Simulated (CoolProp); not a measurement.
Vapour-liquid equilibrium of dimethyl ether (1) + R236EA (2) at 60.95 °C; x and y are mole fractions of (1).

The numbers come from the multi-fluid Helmholtz-energy mixture model, Wu 2011 and Rui 2013; pair parameters Bell 2016 in CoolProp.

Problem. Give the bubble pressure and the first vapour's composition at x = 0.05, 0.35, 0.5. Is there an azeotrope?

Solution. x = 0.05: 621.9 kPa, y = 0.055; x = 0.35: 689.3 kPa, y = 0.441; x = 0.5: 782.1 kPa, y = 0.647. No azeotrope shows between x = 0.05 and 0.95.

Pair parameters are fitted to limited data, so mixtures are less certain than the pure fluids.
